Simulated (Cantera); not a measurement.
**Thermodynamics of hydrogen reduction and annealing atmospheres, feed CuO + H2 + N2**

Feed: 1 mol CuO, 420 mol H2, 13 mol N2, at 5700 Torr.

Method: chemical equilibrium by Gibbs-energy minimisation in Cantera with the NASA 1993 tables (ideal gas, pure condensed phases). Candidate condensed phases: Cu, CuO, Cu(OH)2, Cu2O, H2O; 27 gas species. The numbers say what is thermodynamically allowed, not how fast it happens.

```json
[
 {"T (°C)": "625", "log p H2": "0.87", "log p N2": "-0.65", "log p H2O": "-1.76", "log p NH3": "-1.94", "log p H": "-9.53", "n Cu(s)": "1.00", "n Cu(l)": "0"},
 {"T (°C)": "675", "log p H2": "0.87", "log p N2": "-0.65", "log p H2O": "-1.76", "log p NH3": "-2.10", "log p H": "-8.85", "n Cu(s)": "1.00", "n Cu(l)": "0"},
 {"T (°C)": "725", "log p H2": "0.87", "log p N2": "-0.65", "log p H2O": "-1.76", "log p NH3": "-2.25", "log p H": "-8.23", "n Cu(s)": "1.00", "n Cu(l)": "0"},
 {"T (°C)": "775", "log p H2": "0.87", "log p N2": "-0.65", "log p H2O": "-1.76", "log p NH3": "-2.39", "log p H": "-7.68", "n Cu(s)": "1.00", "n Cu(l)": "0"},
 {"T (°C)": "825", "log p H2": "0.87", "log p N2": "-0.64", "log p H2O": "-1.76", "log p NH3": "-2.52", "log p H": "-7.17", "n Cu(s)": "1.00", "n Cu(l)": "0"},
 {"T (°C)": "875", "log p H2": "0.87", "log p N2": "-0.64", "log p H2O": "-1.76", "log p NH3": "-2.63", "log p H": "-6.71", "n Cu(s)": "1.00", "n Cu(l)": "0"},
 {"T (°C)": "925", "log p H2": "0.87", "log p N2": "-0.64", "log p H2O": "-1.76", "log p NH3": "-2.74", "log p H": "-6.29", "n Cu(s)": "1.000", "n Cu(l)": "0"},
 {"T (°C)": "975", "log p H2": "0.87", "log p N2": "-0.64", "log p H2O": "-1.76", "log p NH3": "-2.83", "log p H": "-5.90", "n Cu(s)": "1.000", "n Cu(l)": "0"},
 {"T (°C)": "1025", "log p H2": "0.87", "log p N2": "-0.64", "log p H2O": "-1.76", "log p NH3": "-2.92", "log p H": "-5.54", "n Cu(s)": "1.000", "n Cu(l)": "0"},
 {"T (°C)": "1075", "log p H2": "0.87", "log p N2": "-0.64", "log p H2O": "-1.76", "log p NH3": "-3.01", "log p H": "-5.20", "n Cu(s)": "1.000", "n Cu(l)": "0"},
 {"T (°C)": "1125", "log p H2": "0.87", "log p N2": "-0.64", "log p H2O": "-1.76", "log p NH3": "-3.09", "log p H": "-4.89", "n Cu(s)": "0", "n Cu(l)": "1.000"},
 {"T (°C)": "1175", "log p H2": "0.87", "log p N2": "-0.64", "log p H2O": "-1.76", "log p NH3": "-3.16", "log p H": "-4.60", "n Cu(s)": "0", "n Cu(l)": "1.000"}
]
```
log p: log10 of the partial pressure in bar; n: condensed amount in mol.

From 625 °C to 1075 °C the condensed part is Cu(s). From 1125 °C to 1175 °C the condensed part is Cu(l).
